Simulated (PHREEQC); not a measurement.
A solution holds 0.0065 mol/kgw CdSO4, at 71 °C. Closed to the air; pH follows from the charge balance.

The numbers come from PHREEQC with the ion-association model, phreeqc.dat.

```csv
quantity,before,after
pH,5.81,6.05
ionic strength (mol/kgw),0.0171,0.00229
Cd+2 (mol/kgw),0.00428,0.000573
SO4-2 (mol/kgw),0.00420,0.000573
CdSO4 (mol/kgw),0.00214,7.61e-5
Cd(SO4)2-2 (mol/kgw),7.88e-5,3.76e-7
```

Problem. What was changed between the two runs?
(A) CdSO4 from 0.0065 to 0.0325 mol/kgw
(B) temperature from 71 to 55 °C
(C) CdSO4 from 0.0065 to 0.00325 mol/kgw
(D) CdSO4 from 0.0065 to 0.00065 mol/kgw
(E) CdSO4 from 0.0065 to 0.00975 mol/kgw

Solution. D, CdSO4 from 0.0065 to 0.00065 mol/kgw

This is a speciation only: nothing precipitates in the calculation. At this temperature some constants are extrapolated from 25 °C, and those without enthalpy data are left unchanged.
